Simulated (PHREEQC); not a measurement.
Dissolve 0.079 mol H3PO4 and 0.00147 mol H2SO4 per kg of water at 25 °C. Closed to the air; pH follows from the charge balance.

Computed with PHREEQC (ion-association model, phreeqc.dat).

Q: The ionic strength comes out as 0.0244 mol/kgw. What activity coefficients do HSO4-, SO4-2, H+, H2PO4- get?

A: HSO4- 0.86, SO4-2 0.56, H+ 0.88, H2PO4- 0.87.

Precipitation was switched off in this run. Species that the database lacks are ignored.
